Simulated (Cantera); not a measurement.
Input: 1 mol Si₂H₆, 2.7 mol NO, held at 75.0 Torr.

Method: chemical equilibrium by Gibbs-energy minimisation in Cantera with the NASA 1993 tables (ideal gas, pure condensed phases). Candidate condensed phases: H₂O, Si, SiO₂, Si₂N₂O, Si₃N₄; 35 gas species. The feed counts by its element totals alone. Mutual solubility and eutectic melting of coexisting phases are not modelled. The tables hold silica as quartz up to 1696 K and as liquid above; real silica turns to tridymite and cristobalite and melts near 1996 K. Kinetics and transport are ignored. All values below are at 1500 K.

Base state: H₂ 0.766, N₂ 0.234, H₂O 0.000169, SiO 7.78e-5, H 4.87e-5 (mole fractions); condensed: SiO₂(β-quartz) + Si₂N₂O(s).

Question: What changes in the equilibrium state with this change: NO from 2.7 to 1.9 mol?

Answer: 
| species | before | after |
|---|---|---|
| H₂ | 0.766 | 0.923 |
| N₂ | 0.234 | 0.0769 |
| H₂O | 0.000169 | 0.000140 |
| SiO | 7.78e-5 | 0.000113 |
| H | 4.87e-5 | 5.35e-5 |
| SiO₂(β-quartz), mol | 1.13 | 0.600 |
| Si₂N₂O(s), mol | 0.433 | 0.700 |
